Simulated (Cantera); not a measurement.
An isothermal, constant-pressure homogeneous reactor starts with 3.45 % CH4, 96.6 % N2, at 1775 K and 320 Pa.

Detailed kinetics in Cantera: GRI-Mech 3.0 (53 species, 325 reactions). GRI-Mech 3.0 stops at C3 and has no aromatics, soot or wall deposition, so with more carbon than oxygen in the feed, carbon stays in small species such as C2H2 where larger ones or solid carbon would form. Radical loss at walls, strong at low pressure, is not modelled.

x: mole fraction; the columns are a selection and need not sum to one.

```
t (s)        x CH4    x C2H6    x C2H4     x HCN     x CH2      x H2     x C2H
--------  --------  --------  --------  --------  --------  --------  --------
2.00e-5     0.0345    <1e-12    <1e-12    <1e-12    <1e-12   3.04e-9    <1e-12
9.25e-5     0.0345    <1e-12    <1e-12    <1e-12    <1e-12         ?    <1e-12
0.000428    0.0345    <1e-12  5.49e-12    <1e-12  1.69e-11   8.53e-7    <1e-12
0.00198     0.0345  3.99e-11   1.49e-9    <1e-12  5.34e-10   6.48e-6    <1e-12
0.00917     0.0344   2.47e-9   1.98e-7  2.29e-12   8.72e-9   3.36e-5    <1e-12
0.0424      0.0341   7.36e-8   1.95e-5  1.37e-10   1.41e-7  0.000200  6.82e-11
0.196       0.0298   1.11e-6  0.000987   4.38e-8   1.62e-6   0.00477   2.61e-8
0.908      0.00842   3.53e-7  0.000230   3.35e-6   1.77e-6    0.0369   3.48e-7
4.20      0.000748   8.83e-9   3.84e-6   1.99e-5   6.31e-7    0.0487   8.09e-7
19.5             ?  3.67e-11         ?         ?         ?    0.0496         ?
90.0       9.12e-8    <1e-12   7.36e-8   8.01e-5  9.45e-10    0.0494   2.81e-6
```

What belongs in the gaps?


- 9.25e-5, x H2: 5.91e-8
- 19.5, x CH4: 2.73e-5
- 19.5, x C2H4: 9.47e-8
- 19.5, x HCN: 6.07e-5
- 19.5, x CH2: 9.45e-8
- 19.5, x C2H: 1.64e-6
